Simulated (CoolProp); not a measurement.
R13 along the isotherm 450 K: Z from the reference equation and from simpler models built on Tc = 303.0 K, pc = 3973 kPa, ω = 0.175; each cubic takes its own stable root.

Values from CoolProp's reference Helmholtz-energy equation of state, Platzer 1990. This equation is an older, rougher fit; its heat capacities, sound speeds and derivatives of the liquid may be far off and weren't checked against measurements.

```csv
p (kPa),phase,reference,van der Waals,Redlich-Kwong,Soave-Redlich-Kwong,Peng-Robinson
3610,gas,0.9287,0.8997,0.9119,0.9355,0.9164
7220,supercritical,0.8687,0.8022,0.8387,0.8877,0.8553
10800,supercritical,0.8327,0.7452,0.7958,0.8645,0.8235
14400,supercritical,0.8272,0.7586,0.7898,0.8670,0.8193
18100,supercritical,0.8504,0.8174,0.8137,0.8913,0.8369
21700,supercritical,0.8921,0.8921,0.8542,0.9288,0.8679
25300,supercritical,0.9451,0.9736,0.9037,0.9748,0.9073
28900,supercritical,1.005,1.058,0.9581,1.026,0.9516
32500,supercritical,1.068,1.144,1.015,1.080,0.9992
36100,supercritical,1.134,1.230,1.074,1.136,1.049
39700,supercritical,1.200,1.317,1.133,1.193,1.099
```
